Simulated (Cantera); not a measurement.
Feed: 1 mol Si, 1.7 mol NF3, 0.31 mol H2, at 1.00 bar.

Equilibrium computed with Cantera from the NASA thermochemical tables; the gas is ideal and each condensed phase is pure. Candidate condensed phases: Si, Si3N4; 37 gas species. Kinetics and transport are ignored. All values below are at 798 K.

Base state: SiF4 0.385, N2 0.305, HF 0.239, NF3 0.0449, F2 0.0244, F 0.00126 (mole fractions); condensed: gas only.

### Question
What changes in the equilibrium state with this change: H2 from 0.31 to 0.18 mol?

### Answer
```tsv
species	before	after
SiF4	0.385	0.418
N2	0.305	0.316
HF	0.239	0.150
NF3	0.0449	0.0791
F2	0.0244	0.0352
F	0.00126	0.00151
```
